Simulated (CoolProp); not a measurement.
Oxygen at 982.14 K and 1.01 MPa flows at 0.11 m/s in a round tube of 1 mm bore and 1.5 µm roughness, fully developed (64/Re and Nu = 3.66 if laminar; Colebrook and Gnielinski if turbulent). Each further row changes one setting.

Computed with CoolProp (reference Helmholtz-energy equation of state, Schmidt 1985).

```
case               Reynolds number  Darcy friction factor  pressure drop (Pa/m)  heat-transfer coefficient (W/(m² K))  mass flow (kg/h)
-----------------  ---------------  ---------------------  --------------------  ------------------------------------  ----------------
as stated                     8.93                   7.17                   171                                   259           0.00123
velocity 0.22 m/s             17.9                   3.58                   342                                   259           0.00246
diameter 2 mm                 17.9                   3.58                  42.8                                   129           0.00491
```

Above 300 K oxygen's equation is extrapolated.

Viscosity comes from a separate model (Lemmon 2004). Thermal conductivity comes from a separate model (Lemmon 2004).
